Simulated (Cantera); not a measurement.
A Cantera script and what it prints.

```python
import numpy as np
import cantera as ct

gas_names = [...]  # 97 gases of nasa_gas.yaml made of Al, C, H, N
cond_names = """
    AL(cr) AL(L) ALN(s) C(gr) C6H6(L) C7H8(L) C8H18(L),n-octa
""".split()


# ... load() reads the species with a 1 bar reference pressure and builds the phases ...
atoms = {
    'Al(CH3)3': {'AL': 1, 'C': 3, 'H': 9},
    'N2': {'N': 2},
    'H2': {'H': 2},
    'NH3': {'N': 1, 'H': 3},
}
top_T = {'ALN(s)': 2750, 'C(gr)': 4500}  # K; cautious upper limits of use, not melting points


# ... equilibrate(T, P, feed) seeds the gas with the atoms and calls Mixture.equilibrate('TP', solver="vcs", rtol=1e-11, max_steps=5000) ...
results = []
feed = {'Al(CH3)3': 1, 'N2': 13, 'H2': 4.4, 'NH3': 69}  # mol
P = 10000  # Pa
for T in [873, 973, 1073, 1173, 1273, 1373, 1473, 1573, 1673, 1773, 1873, 1973]:
    mix = equilibrate(T, P, feed)
    results.append((T, P, feed, dict(zip(mix.species_names, mix.species_moles))))

top = {s: max(r[3][s] / sum(r[3][g] for g in gas_names) for r in results) for s in gas_names}
cols = sorted((s for s in top if top[s] > 1e-06), key=lambda s: -top[s])[:5]
seen = [c for c in cond_names if any(r[3].get(c, 0) > 1e-12 for r in results)]
print("log10 of partial pressures in bar; condensed amounts in mol")
print(f"{'T/K':>10s}" + "".join(f"{s[:9]:>10s}" for s in cols + seen))
for T, P, feed, n in results:
    ng = sum(n[g] for g in gas_names)
    print(f"{T:10.4g}" + "".join(f"{np.log10(max(n[s] / ng * P / 1e5, 1e-99)):10.3f}" for s in cols)
          + "".join(f"{n.get(c, 0):10.4g}" for c in seen))
```

Result:

```
log10 of partial pressures in bar; condensed amounts in mol
       T/K        H2        N2       CH4       HCN         H    ALN(s)     C(gr)
       873    -1.167    -1.522    -2.717    -7.678   -10.914         1         0
       973    -1.157    -1.528    -3.205    -6.820    -9.544         1     2.011
      1073    -1.154    -1.529    -3.645    -6.153    -8.430         1     2.639
      1173    -1.153    -1.530    -4.016    -5.602    -7.505         1     2.842
      1273    -1.152    -1.530    -4.331    -5.138    -6.723         1     2.914
      1373    -1.152    -1.530    -4.602    -4.743    -6.054         1     2.931
      1473    -1.152    -1.531    -4.836    -4.401    -5.474         1     2.911
      1573    -1.152    -1.531    -5.041    -4.104    -4.967         1     2.853
      1673    -1.152    -1.532    -5.221    -3.843    -4.520    0.9999     2.742
      1773    -1.153    -1.532    -5.380    -3.613    -4.122    0.9983     2.559
      1873    -1.154    -1.534    -5.523    -3.407    -3.767     0.984     2.273
      1973    -1.156    -1.536    -5.653    -3.224    -3.448    0.8767     1.847
```

Equilibrium computed with Cantera from the NASA thermochemical tables; the gas is ideal and each condensed phase is pure. The feed counts by its element totals alone.
